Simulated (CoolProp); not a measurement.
Nitrogen along the isotherm -166.35 °C: fugacity coefficient from the reference equation and from simpler models built on Tc = -147.0 °C, pc = 3.396 MPa, ω = 0.037; each cubic takes its own stable root.

Computed with CoolProp (reference Helmholtz-energy equation of state, Span 2000).

| p (MPa) | phase | reference | van der Waals | Redlich-Kwong | Soave-Redlich-Kwong | Peng-Robinson |
|---|---|---|---|---|---|---|
| 0.707 | gas | 0.8879 | 0.9083 | 0.8875 | 0.8874 | 0.8794 |
| 1.41 | liquid | 0.7001 | 0.8161 | 0.7085 | 0.7065 | 0.6913 |
| 2.12 | liquid | 0.4820 | 0.6373 | 0.4886 | 0.4872 | 0.4747 |
| 2.83 | liquid | 0.3736 | 0.5016 | ___ | 0.3782 | 0.3670 |
| 3.54 | liquid | 0.3089 | 0.4209 | 0.3141 | 0.3132 | 0.3027 |
| 4.24 | liquid | 0.2666 | 0.3683 | 0.2714 | ___ | 0.2605 |
| 4.95 | liquid | 0.2361 | 0.3306 | 0.2406 | ___ | 0.2300 |
| 5.66 | liquid | 0.2134 | 0.3028 | 0.2176 | 0.2170 | 0.2073 |
| 6.37 | liquid | 0.1960 | 0.2817 | 0.2000 | 0.1994 | 0.1898 |
| 7.07 | liquid | 0.1824 | 0.2654 | 0.1862 | 0.1857 | 0.1761 |
| 7.78 | liquid | ___ | 0.2522 | 0.1749 | 0.1744 | 0.1648 |
| 8.49 | liquid | 0.1620 | 0.2416 | 0.1656 | 0.1651 | 0.1555 |

Task: Some entries are withheld; supply them.

Result: 
- 2.83, Redlich-Kwong: 0.3793
- 4.24, Soave-Redlich-Kwong: 0.2706
- 4.95, Soave-Redlich-Kwong: 0.2399
- 7.78, reference: 0.1712

At some of these states van der Waals gives the other phase, because its saturation line lies elsewhere.
